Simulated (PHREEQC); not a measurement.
# Brine

Dissolve 2 mol H2SO4, 2 mol KCl and 0.18 mol MgCl2 per kg of water at 25 °C. Closed to the air; pH follows from the charge balance.

Model: Pitzer model, pitzer.dat, run in PHREEQC.

Each row changes one thing in this solution. No solid was allowed to form.

```
case                                pH  ionic strength (mol/kgw)  HSO4- (mol/kgw)  SO4-2 (mol/kgw)
-------------------------------  -----  ------------------------  ---------------  ---------------
as made                          -0.95                      4.83             1.85            0.147
temperature from 25 to 5 °C      -1.03                      4.99             1.78            0.222
KCl left out                     -0.73                      3.52             1.51            0.492
diluted 100-fold with water       1.62                    0.0652           0.0101          0.00989
diluted 10-fold with water        0.70                     0.569            0.142           0.0576
MgCl2 from 0.18 to 0.36 mol/kgw  -1.03                      5.37             1.85            0.146
MgCl2 left out                   -0.87                      4.29             1.85            0.147
KCl from 2 to 2.2 mol/kgw        -0.97                      5.00             1.87            0.131
```

In brines, pH and single-ion activities rest on the MacInnes convention. Constants without temperature data keep their 25 °C values here.
